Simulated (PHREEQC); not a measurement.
A solution holds 1.3 mol NH3 and 0.00011 mol CO2 per kg of water, at 25 °C. Closed to the air; pH follows from the charge balance.

All values are PHREEQC results (ion-association model, wateq4f.dat), not measurements.

This is a speciation only: nothing precipitates in the calculation.

### Question
Predict the pH, activity of water, ionic strength.

### Answer
pH 11.67; activity of water 0.978; ionic strength 0.00532 mol/kgw.

### Question
In which forms is C present?

### Answer
CO3-2 97 %, HCO3- 3.5 % of the C.

Complexes and solids missing from the database can't appear.
